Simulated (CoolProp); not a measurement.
A simple Rankine cycle with water: condensing at 293.15 K, boiler at 0.249 MPa, turbine inlet 440.5 K, turbine efficiency 0.9, pump efficiency 0.7, no recuperator. Each further row changes one setting.

Values from CoolProp's reference Helmholtz-energy equation of state, Wagner 2002.

```tsv
case	thermal efficiency (%)	net work (kJ/kg)	heat in (kJ/kg)	turbine exit temperature (K)	volume ratio over the turbine
as stated	22.4	609	2720	293.1	(withheld)
turbine inlet 460.5 K	22.6	622	2760	293.1	59.8
condensing temperature 285.15 K	24.0	(withheld)	2750	285.1	98.8
boiler pressure 0.174 MPa	20.9	568	2720	293.1	43.9
turbine efficiency 0.8	(withheld)	541	2720	293.1	63.9
```

**Question.** Some entries are withheld; supply them.

**Answer.** 
- as stated, volume ratio over the turbine: 61.9
- condensing temperature 285.15 K, net work (kJ/kg): 660
- turbine efficiency 0.8, thermal efficiency (%): 19.9

The expansion ends wet for: as stated; turbine inlet 460.5 K; condensing temperature 285.15 K; boiler pressure 0.174 MPa; turbine efficiency 0.8.
